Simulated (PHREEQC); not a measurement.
A made-up water analysis in mg/kgw, 25 °C, pH 6.09, pe 8.1: Na 8.49; K 2.83e-06; Ca 1.32; Mg 0.0921; Cl 3.72; S(6) as SO4 1.61; Alkalinity as HCO3 17.8; O(0) (dissolved oxygen) 0.0558; Ba 0.832; Zn 0.706.

Valence states are taken as typed.

Equilibrium calculation in PHREEQC: ion-association model, wateq4f.dat.

The ionic strength comes out as 0.000523 mol/kgw and the charge-balance error is 5.1 %.

| species | molality | activity | log γ |
|---|---|---|---|
| CO2 | 0.000520 | 0.000520 | 0.000 |
| Na+ | 0.000369 | 0.000360 | -0.011 |
| HCO3- | 0.000292 | 0.000284 | -0.011 |
| Cl- | 0.000105 | 0.000102 | -0.011 |
| Ca+2 | 3.27e-5 | 2.95e-5 | -0.045 |
| SO4-2 | 1.66e-5 | 1.49e-5 | -0.045 |

This is a speciation only: nothing precipitates in the calculation.
